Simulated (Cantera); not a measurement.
An isothermal plug-flow reactor at 675 K and 3680 Torr (inlet), inlet velocity 0.35 m/s, active area per volume 180 1/m; feed 0.515 % H₂, 2.70 % O₂, 96.8 % N₂, equivalence ratio 0.095.

Detailed kinetics in Cantera: Deutschmann's 1995 Pt surface mechanism with GRI-Mech 3.0 gas chemistry. Catalytic surfaces can have several steady states; this one follows from the mechanism file's or the stated starting coverage. Mass transfer to the wall is taken as infinitely fast.

Task: Predict: x(H₂) at z = 0.006 m; x(O₂) at z = 0.006 m; x(H₂O) at z = 0.006 m; θ(free Pt) at the exit; θ(O*) at the exit; θ(OH*) at the exit.

Result: 
| Item | Value |
|---|---|
| x(H₂) at z = 0.006 m | 0.000134 |
| x(O₂) at z = 0.006 m | 0.0245 |
| x(H₂O) at z = 0.006 m | 0.00502 |
| θ(free Pt) at the exit | 0.0111 |
| θ(O*) at the exit | 0.985 |
| θ(OH*) at the exit | 0.00385 |
